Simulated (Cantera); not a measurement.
Input: 1 mol SiH4, 18 mol NO, 4.5 mol N2, at 0.0100 bar.

Equilibrium computed with Cantera from the NASA thermochemical tables; the gas is ideal and each condensed phase is pure. Candidate condensed phases: H2O, Si, SiO2, Si2N2O, Si3N4; 35 gas species. The tables hold silica as quartz up to 1696 K and as liquid above; real silica turns to tridymite and cristobalite and melts near 1996 K. Kinetics and transport are ignored.

Task: Which condensed phases are stable at each of these points (T (K)): 573, 773, 973, 1173, 1373, 1573, 1773, 1973, 2173?

Result: 
```json
[
 {"T (K)": "573", "condensed phases": "SiO2(α-quartz)", "Si condensed (%)": "100.0"},
 {"T (K)": "773", "condensed phases": "SiO2(α-quartz)", "Si condensed (%)": "100.0"},
 {"T (K)": "973", "condensed phases": "SiO2(β-quartz)", "Si condensed (%)": "100.0"},
 {"T (K)": "1173", "condensed phases": "SiO2(β-quartz)", "Si condensed (%)": "100.0"},
 {"T (K)": "1373", "condensed phases": "SiO2(β-quartz)", "Si condensed (%)": "100.0"},
 {"T (K)": "1573", "condensed phases": "SiO2(β-quartz)", "Si condensed (%)": "100.0"},
 {"T (K)": "1773", "condensed phases": "SiO2(condensed)", "Si condensed (%)": "100.0"},
 {"T (K)": "1973", "condensed phases": "SiO2(condensed)", "Si condensed (%)": "99.9"},
 {"T (K)": "2173", "condensed phases": "SiO2(l)", "Si condensed (%)": "95.6"}
]
```

From 573 K to 773 K the condensed part is SiO2(α-quartz). From 973 K to 1573 K the condensed part is SiO2(β-quartz). From 1773 K to 1973 K the condensed part is SiO2(condensed). At 2173 K the condensed part is SiO2(l).
